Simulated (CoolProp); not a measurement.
Vapour-liquid equilibrium of R22 (1) + benzene (2) at 312.2 K; x and y are mole fractions of (1).

Computed with CoolProp (multi-fluid Helmholtz-energy mixture model, Kamei 1995 and Thol 2012; pair parameters Bell 2016).

Question: Give the bubble pressure and the first vapour's composition at x = 0.35, 0.5, 0.95. Is there an azeotrope?

Answer: x = 0.35: 0.5121 MPa, y = 0.961; x = 0.5: 0.7066 MPa, y = 0.976; x = 0.95: 1.404 MPa, y = 0.998. No azeotrope shows between x = 0.05 and 0.95.

Pair parameters are fitted to limited data, so mixtures are less certain than the pure fluids. The gap from Raoult's law changes sign with composition, which may be real or a fault of the pair parameters; it wasn't checked against measurements.
